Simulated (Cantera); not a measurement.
Feed: 1 mol Si3N4, 0.054 mol Si, 1.4 mol H2, held at 1 atm.

These are equilibrium values from Cantera (NASA tables, ideal gas, pure condensed phases), not measurements of a reactor. Candidate condensed phases: Si, Si3N4; 18 gas species. Mutual solubility and eutectic melting of coexisting phases are not modelled. The tables' values for SiN are old estimates; treat these amounts as uncertain. Gases not in the tables: Si2H6 and higher silanes. Kinetics and transport are ignored.

Question: At 1825 °C, list the 5 most abundant gas species with their mole fractions, and the condensed phases.

Answer: N2 0.552, H2 0.446, H 0.00204, Si 0.000129, SiH2 8.05e-5. Condensed: Si(l) + Si3N4(s).
